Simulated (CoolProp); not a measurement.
Vapour-liquid equilibrium of CHF3 (R23) (1) + sulfur hexafluoride (2) at -42.45 °C; x and y are mole fractions of (1).

Model: multi-fluid Helmholtz-energy mixture model, Penoncello 2003 and Guder 2009; pair parameters Bell 2016, in CoolProp.

```csv
x,bubble pressure (bar),y at the bubble point,dew pressure at overall composition x (bar),liquid density (mol/L)
0.05,3.899,0.224,3.249,12.53
0.125,4.755,0.389,3.504,12.77
0.2,5.330,0.478,3.796,13.02
0.275,5.729,0.535,4.135,13.31
0.35,6.017,0.577,4.528,13.62
0.425,6.236,0.612,4.980,13.97
0.5,6.407,0.645,5.485,14.35
0.575,6.543,0.677,6.004,14.78
0.65,6.648,0.712,6.433,15.26
0.725,6.717,0.752,6.676,15.80
0.8,6.742,0.799,6.742,16.39
0.875,6.707,0.858,6.686,17.05
0.95,6.587,0.935,6.557,17.77
```

y crosses x between x = 0.725 and 0.8: the model has an azeotrope there.

The pair parameters rest on a limited set of measurements; away from them the model extrapolates.
